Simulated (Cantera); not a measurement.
An adiabatic, constant-volume homogeneous reactor starts with H₂ : O₂ : N₂ : H₂O = 1 : 0.746 : 2.81 : 0.41 (molar parts), equivalence ratio 0.67, at 1525 K and 2.60 bar. Integrator tolerance rtol = 1e-08.

Model: GRI-Mech 3.0 (53 species, 325 reactions), integrated in Cantera. The hydrogen kinetics of GRI-Mech 3.0 are dated; newer H2 mechanisms differ, most at raised pressure.

```
quantity                                                            before                                    after
---------------------------------  ---------------------------------------  ---------------------------------------
time of steepest temperature rise                                  5.38 µs                                  1.90 µs
temperature at 0.100 s                                              2806 K                                   2877 K
equilibrium temperature                                             2806 K                                   2877 K
x(H₂) at 0.100 s                     0.0141 (gas-phase equilibrium 0.0141)    0.0104 (gas-phase equilibrium 0.0104)
x(O₂) at 0.100 s                     0.0451 (gas-phase equilibrium 0.0451)    0.0440 (gas-phase equilibrium 0.0440)
x(H₂O) at 0.100 s                      0.279 (gas-phase equilibrium 0.279)      0.287 (gas-phase equilibrium 0.287)
x(HO₂) at 0.100 s                  2.22e-5 (gas-phase equilibrium 2.22e-5)  3.46e-5 (gas-phase equilibrium 3.46e-5)
x(NO₂) at 0.100 s                  9.85e-6 (gas-phase equilibrium 9.85e-6)  1.85e-5 (gas-phase equilibrium 1.85e-5)
```

Question: Which change was made?
A. H2O 0.41 to 0.18 parts
B. pressure from 2.60 bar to 29.0 bar
C. pressure from 2.60 bar to 8.70 bar
D. pressure from 2.60 bar to 1.00 bar

Answer: C, pressure from 2.60 bar to 8.70 bar
